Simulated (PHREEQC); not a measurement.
Solution (20 °C): 9.9 mmol/kgw KHCO3, 0.39 mmol/kgw Na2SO4 and 31 mmol/kgw LiCl. Closed to the air; pH follows from the charge balance.

The numbers come from PHREEQC with the ion-association model, wateq4f.dat.

No solid was allowed to form.

### Question
Estimate the pH.

### Answer
pH 8.22.

### Question
In which forms is C present?

### Answer
HCO3- 98 %, CO2 1.2 %, CO3-2 1.2 % of the C.
